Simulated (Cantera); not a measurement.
Mixture: CH4 : C2H6 : C3H8 : O2 : N2 = 1 : 0.045 : 0.098 : 3.08 : 20 (molar parts), equivalence ratio 0.86, at 290000 Pa, adiabatic and at constant volume. Ignition delay is the time to a rise of 400 K.

Cantera simulation using GRI-Mech 3.0 (53 species, 325 reactions); the numbers are that mechanism's predictions, not measurements.

Question: Predict: delay at 1025 K; delay at 1225 K; delay at 1425 K; delay at 1625 K; apparent activation energy between 1525 and 1725 K.

Answer: 
| Property | Result |
|---|---|
| delay at 1025 K | 97.9 ms |
| delay at 1225 K | 4.24 ms |
| delay at 1425 K | 0.274 ms |
| delay at 1625 K | 41.4 µs |
| apparent activation energy between 1525 and 1725 K | 170 kJ/mol |
